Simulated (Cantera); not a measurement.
Charge: 1 mol AlN, 0.32 mol I2, 0.27 mol H2, equilibrated at 0.600 bar.

Cantera equilibrium calculation (NASA polynomials, part measured and part estimated; ideal gas, pure solids and liquids). Candidate condensed phases: Al, AlI3, AlN, I2; 19 gas species. Rates play no part. All values below are at 950 °C.

Base state: H2 0.299, HI 0.296, AlI3 0.230, N2 0.115, I 0.0454, I2 0.0137, Al2I6 4.60e-5 (mole fractions); condensed: AlN(s).

### Question
What changes in the equilibrium state with this change: pressure from 0.600 bar to 35.0 mbar?

### Answer
| species | before | after |
|---|---|---|
| H2 | 0.299 | 0.290 |
| HI | 0.296 | 0.259 |
| AlI3 | 0.230 | 0.182 |
| I | 0.0454 | 0.167 |
| N2 | 0.115 | 0.0910 |
| I2 | 0.0137 | 0.0108 |
| Al2I6 | 4.60e-5 | 1.68e-6 |
| AlI | 2.97e-6 | 5.09e-5 |
| AlN(s), mol | 0.861 | 0.883 |
